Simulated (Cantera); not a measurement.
# Ignition delay

Mixture: 5.32 % CH4, 3.09 % H2, 18.2 % O2, 65.4 % N2, 7.98 % CO2, equivalence ratio 0.67, at 101000 Pa, adiabatic and at constant volume. Ignition delay is the time to a rise of 400 K.

Model: GRI-Mech 3.0 (53 species, 325 reactions), integrated in Cantera.

```
T0 (K)  delay (ms)
------  ----------
1048          6.84
1148          2.49
1248          1.05
1348         0.494
1448         0.257
1548         0.146
```

The apparent activation energy between 1348 and 1548 K is 110 kJ/mol.
